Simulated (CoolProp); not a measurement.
Vapour-liquid equilibrium of diethyl ether (1) + ethanol (2) at 464 kPa; x and y are mole fractions of (1).

Model: multi-fluid Helmholtz-energy mixture model, Thol 2014 and Schroeder 2014; pair parameters Bell 2016, in CoolProp.

```tsv
x	bubble temperature, mixture model (K)	bubble temperature, Raoult's law (K)	y, mixture model	y, Raoult's law
0.05	391.2	393.7	0.165	0.110
0.2	379.8	387.3	0.483	0.385
0.35	372.5	381.1	0.646	0.590
0.5	367.8	375.3	0.741	0.740
0.65	364.5	369.8	0.812	0.849
0.8	361.8	364.8	0.881	0.928
0.95	359.4	360.2	0.966	0.985
```

The largest gap from Raoult's law is -8.6 K in bubble temperature, at x = 0.35. No azeotrope shows between x = 0.05 and 0.95.

The pair parameters rest on a limited set of measurements; away from them the model extrapolates.
